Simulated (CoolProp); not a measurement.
p-xylene at several states: density (kg/m³) from the reference equation and from simpler models built on Tc = 616.2 K, pc = 3.532 MPa, ω = 0.324; each cubic takes its own stable root.

The numbers come from the reference Helmholtz-energy equation of state, Zhou 2012 in CoolProp.

```tsv
T (K)	p (MPa)	phase	reference	van der Waals	Redlich-Kwong	Soave-Redlich-Kwong	Peng-Robinson
613.5	0.0954	gas	2.006	2.002	2.004	2.004	2.007
306.5	0.145	liquid	849.5	480.6	713.7	734.1	825.4
465.5	4.31	liquid	705.8	416.3	587.4	615.8	696.0
375.3	1.25	liquid	789.3	451.4	662.0	688.8	776.9
430.8	0.135	gas	4.225	4.112	4.152	4.175	4.184
473.4	0.0711	gas	1.955	1.940	1.946	1.949	1.951
```
